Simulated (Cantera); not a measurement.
Standard-state values (1 bar) from the NASA 1993 polynomials, evaluated with Cantera. Values are per mole of reaction as written; species without (g) are pure solids or liquids, kept so even where they would boil at 1 bar.

2 AlI₃(g) ⇌ 2 Al(g) + 3 I₂

```
T (K)  ΔH° (kJ)  ΔS° (J/K)  ΔG° (kJ)  log10 K
-----  --------  ---------  --------  -------
400      1099.8       70.9    1071.4  -139.91
450      1105.8       85.2    1067.5  -123.91
500         [?]        [?]       [?]      [?]
550         [?]        [?]       [?]      [?]
600      1123.7      119.4    1052.0   -91.58
```

Task: Some entries are withheld; supply them.

Result: 
- 500, ΔH° (kJ): 1111.8
- 500, ΔS° (J/K): 97.8
- 500, ΔG° (kJ): 1062.9
- 500, log10 K: -111.04
- 550, ΔH° (kJ): 1117.7
- 550, ΔS° (J/K): 109.1
- 550, ΔG° (kJ): 1057.7
- 550, log10 K: -100.45
